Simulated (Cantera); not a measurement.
An isothermal, constant-pressure homogeneous reactor starts with 1.12 % C₂H₄, 98.9 % H₂, at 1123 K and 760 Torr.

Cantera simulation using GRI-Mech 3.0 (53 species, 325 reactions); the numbers are that mechanism's predictions, not measurements. GRI-Mech 3.0 was tuned for natural gas; its chemistry of ethylene as a main component is partial and can be far from experiment. GRI-Mech 3.0 stops at C3 and has no aromatics, soot or wall deposition, so with more carbon than oxygen in the feed, carbon stays in small species such as C2H2 where larger ones or solid carbon would form.

Q: Predict: x(C₂H₄) at 2.00 s; x(H₂) at 2.00 s; x(CH₃) at 2.00 s; x(CH₄) at 2.00 s; x(C₂H₆) at 2.00 s.

A: 
* **x(C₂H₄) at 2.00 s**: 0.00507 (gas-phase equilibrium 6.10e-7)
* **x(H₂) at 2.00 s**: 0.985 (gas-phase equilibrium 0.977)
* **x(CH₃) at 2.00 s**: 1.43e-7 (gas-phase equilibrium 1.81e-8)
* **x(CH₄) at 2.00 s**: 0.00822 (gas-phase equilibrium 0.0227)
* **x(C₂H₆) at 2.00 s**: 0.00200 (gas-phase equilibrium 2.45e-7)
